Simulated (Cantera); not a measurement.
A closed system holds: 1 mol Si3N4, 9 mol O2, 26 mol H2, at 775 K and 0.510 bar.

Cantera equilibrium calculation (NASA polynomials, part measured and part estimated; ideal gas, pure solids and liquids). Candidate condensed phases: H2O, Si, SiO2, Si2N2O, Si3N4; 35 gas species. Equilibrium is a limit: real reactors are often held back by kinetics, nucleation or transport.

**Question.** What is the equilibrium state?

**Answer.** 
```
Item                                 Result
--------------------------------  ---------
x(H2)                                 0.500
x(H2O)                                0.429
x(N2)                                0.0713
x(NH3)                             0.000187
n(SiO2(α-quartz))                  3.00 mol
gas amount                        27.99 mol
log10 activity of Si(s) (absent)     -24.15
```
